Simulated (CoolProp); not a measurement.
Properties of dodecamethylpentasiloxane (MD3M) along the isotherm 293.55 °C (Tc = 354.9 °C, pc = 0.9540 MPa, ω = 0.730).

The numbers come from the reference Helmholtz-energy equation of state, Thol 2019 in CoolProp.

| p (MPa) | phase | cp (kJ/(kg K)) | cv (kJ/(kg K)) | speed of sound (m/s) | expansivity (1/kK) |
|---|---|---|---|---|---|
| 0.0302 | gas | 2.007 | 1.983 | 109.3 | 1.900 |
| 0.0487 | gas | 2.010 | 1.984 | 108.1 | 1.991 |
| 0.0787 | gas | 2.016 | 1.987 | 106.0 | 2.152 |
| 0.127 | gas | 2.027 | 1.992 | 102.5 | 2.456 |
| 0.206 | gas | 2.050 | 2.001 | 95.98 | 3.122 |
| 0.332 | gas | 2.116 | 2.019 | … | 5.128 |
| 0.536 | liquid | 2.333 | 2.040 | 230.4 | 3.340 |
| 0.867 | liquid | 2.316 | … | 246.5 | 3.033 |
| 1.4 | liquid | 2.296 | 2.034 | 268.9 | 2.685 |
| 2.26 | liquid | 2.275 | … | 299.1 | 2.322 |
| 3.65 | liquid | 2.254 | 2.027 | 338.9 | 1.969 |
| 5.9 | liquid | 2.235 | 2.024 | 389.8 | … |
| 9.54 | liquid | 2.218 | 2.022 | 453.9 | 1.359 |

Problem. What belongs in the gaps?

Solution. 
- 0.332, speed of sound (m/s): 82.76
- 0.867, cv (kJ/(kg K)): 2.037
- 2.26, cv (kJ/(kg K)): 2.031
- 5.9, expansivity (1/kK): 1.644
